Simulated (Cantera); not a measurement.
What does this Cantera script print?

```python
import numpy as np
import cantera as ct

gas = ct.Solution("gri30.yaml")


def delay(T, t_max=10):
    gas.TPX = T, 750000, {'CH4': 1, 'O2': 4.26, 'N2': 16}
    reactor = ct.IdealGasReactor(gas, clone=False)
    net = ct.ReactorNet([reactor])
    net.rtol, net.atol = 1e-8, 1e-16
    while net.time < t_max:
        t_old, T_old = net.time, reactor.T
        net.step()
        if reactor.T > T + 400:  # ignition: a rise of 400 K
            return t_old + (T + 400 - T_old) / (reactor.T - T_old) * (net.time - t_old)
    return np.nan


taus = []
for T in [1175, 1275, 1375, 1475, 1575, 1675, 1775, 1875]:
    taus.append(delay(T))
    print(f"T0 = {T:6g} K   tau = {taus[-1]:.4e} s")
```

Result:

```
T0 =   1175 K   tau = 6.1845e-03 s
T0 =   1275 K   tau = 1.7903e-03 s
T0 =   1375 K   tau = 5.9029e-04 s
T0 =   1475 K   tau = 2.1837e-04 s
T0 =   1575 K   tau = 9.0081e-05 s
T0 =   1675 K   tau = 4.1228e-05 s
T0 =   1775 K   tau = 2.0756e-05 s
T0 =   1875 K   tau = 1.1360e-05 s
```

Model: GRI-Mech 3.0 (53 species, 325 reactions), integrated in Cantera.
